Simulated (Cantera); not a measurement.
Feed: 1 mol C, 1.5 mol H2O, equilibrated at 2325 K and 5.85 Torr.

Method: chemical equilibrium by Gibbs-energy minimisation in Cantera with the NASA 1993 tables (ideal gas, pure condensed phases). Candidate condensed phases: C, C6H6, C7H8, C8H18, H2O; 110 gas species. The numbers say what is thermodynamically allowed, not how fast it happens.

Base state: H2 0.375, CO 0.357, H2O 0.159, H 0.0763, CO2 0.0265, OH 0.00538, O 0.000743, O2 0.000131 (mole fractions); condensed: gas only.

What changes in the equilibrium state with this change: temperature from 2325 K to 1750 K?


```
species    before    after
-------  --------  -------
H2          0.375    0.436
CO          0.357    0.362
H2O         0.159    0.162
H          0.0763  0.00174
CO2        0.0265   0.0373
O2       0.000131  1.98e-8
O        0.000743  1.19e-7
OH        0.00538  3.80e-5
```

What changes in the equilibrium state with this change: pressure from 5.85 Torr to 100 Torr?


| species | before | after |
|---|---|---|
| H2 | 0.375 | 0.414 |
| CO | 0.357 | 0.369 |
| H2O | 0.159 | 0.170 |
| H | 0.0763 | 0.0194 |
| CO2 | 0.0265 | 0.0267 |
| O2 | 0.000131 | 7.23e-6 |
| O | 0.000743 | 4.22e-5 |
| OH | 0.00538 | 0.00133 |
